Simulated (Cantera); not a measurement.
Feed: 1 mol SiCl4, 1.4 mol HCl, 10 mol H2, equilibrated at 1475 K.

Method: chemical equilibrium by Gibbs-energy minimisation in Cantera with the NASA 1993 tables (ideal gas, pure condensed phases). Candidate condensed phases: Si; 19 gas species. The tables' values for SiCl3 are old estimates; treat these amounts as uncertain. Equilibrium is a limit: real reactors are often held back by kinetics, nucleation or transport.

Task: At 0.310 bar, list the 4 most abundant gas species with their mole fractions, and the condensed phases.

Result: H2 0.720, HCl 0.203, SiCl2 0.0368, SiCl4 0.0191. Condensed: gas only.
